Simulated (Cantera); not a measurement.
Gas mixture: CH4 = 0.51 (molar parts), at 780000 Pa, frozen composition.

Cantera's kinetic-theory transport with the Lennard-Jones parameters of GRI-Mech 3.0, ideal gas; thermal conductivity in the multicomponent form. The composition is frozen, though it would react at the higher temperatures.

One state of this run: ρ (kg/m³) = 1.25; cp (J/kg/K) = 5074; μ (µPa s) = 31.2; λ (mW/m/K) = 217; Pr = 0.730; D (cm²/s) C2H2 = 0.262; D (cm²/s) H2 = 0.985; D (cm²/s) O = 0.462. D: mixture-averaged diffusion coefficient of that species in the mixture.

### Question
Which value of T (K) does it belong to?
A. 800
B. 1600
C. 1200
D. 600

### Answer
C, 1200
